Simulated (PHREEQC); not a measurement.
PHREEQC input (ion-association model, wateq4f.dat):

```
SOLUTION 1
  temp 25
  units mol/kgw
  pH 7 charge
  Cl 0.032
  Ca 0.016
END
SELECTED_OUTPUT 1
  -reset false
  -pH true
  -pe true
  -ionic_strength true
  -water true
  -totals C Ca Cl F C(-4) C(4)
  -molalities H+ CO3-2 Ca+2 Cl- F- CO2 HCO3- CaOH+ CaHCO3+ CaCO3
    O2 OH- CaF+ HF HF2- H2F2
  -equilibrium_phases Fluorite Calcite Portlandite
PRINT
  -reset false
USE solution 1
EQUILIBRIUM_PHASES 1
  Fluorite 0 0.1
  Calcite 0 0
  Portlandite 0 0
  O2(g) -0.68 10
  CO2(g) -5 10
END
# ... the last block is repeated for the other 10 points of log pCO2 (atm)
```

Selected output (columns that matter, 11 of 11 rows; log pCO2 (atm) added in front):

```
log pCO2 (atm)	pH	mu	C	Ca	F	m_H+	m_Ca+2	m_F-	m_CO2	m_OH-	m_CaF+	m_HF	Fluorite
-5	6.3838	0.048104	8.2089e-07	0.016038	7.5018e-05	4.8308e-07	0.016033	7.0388e-05	3.3671e-07	2.9736e-08	4.5949e-06	3.5118e-08	0.099962
-4.5	6.1439	0.048104	1.9454e-06	0.016038	7.5044e-05	8.3946e-07	0.016033	7.0388e-05	1.0648e-06	1.7112e-08	4.5949e-06	6.1025e-08	0.099962
-4	5.8972	0.048105	4.9446e-06	0.016038	7.5091e-05	1.4814e-06	0.016033	7.0388e-05	3.3671e-06	9.697e-09	4.5949e-06	1.0769e-07	0.099962
-3.5	5.6483	0.048106	1.3459e-05	0.016038	7.5175e-05	2.6277e-06	0.016033	7.0389e-05	1.0648e-05	5.4668e-09	4.5949e-06	1.9102e-07	0.099962
-3	5.3987	0.048108	3.8675e-05	0.016038	7.5324e-05	4.6688e-06	0.016033	7.0389e-05	3.367e-05	3.0769e-09	4.5949e-06	3.394e-07	0.099962
-2.5	5.1488	0.048111	0.00011538	0.016038	7.5589e-05	8.3e-06	0.016032	7.0391e-05	0.00010648	1.7308e-09	4.5948e-06	6.0338e-07	0.099962
-2	4.8988	0.048117	0.00035253	0.016038	7.6062e-05	1.4758e-05	0.016032	7.0394e-05	0.0003367	9.7339e-10	4.5947e-06	1.0729e-06	0.099962
-1.5	4.6489	0.048127	0.0010929	0.016038	7.6902e-05	2.6243e-05	0.016031	7.0398e-05	0.0010647	5.4741e-10	4.5946e-06	1.9079e-06	0.099962
-1	4.3989	0.048146	0.0034171	0.016039	7.8396e-05	4.6666e-05	0.01603	7.0407e-05	0.003367	3.0784e-10	4.5943e-06	3.3929e-06	0.099961
-0.5	4.1489	0.04818	0.010736	0.016041	8.1053e-05	8.2981e-05	0.016028	7.0422e-05	0.010647	1.7311e-10	4.5938e-06	6.0339e-06	0.099959
0	3.899	0.048239	0.033828	0.016043	8.5778e-05	0.00014754	0.016024	7.0448e-05	0.033669	9.7343e-11	4.5929e-06	1.073e-05	0.099957
```
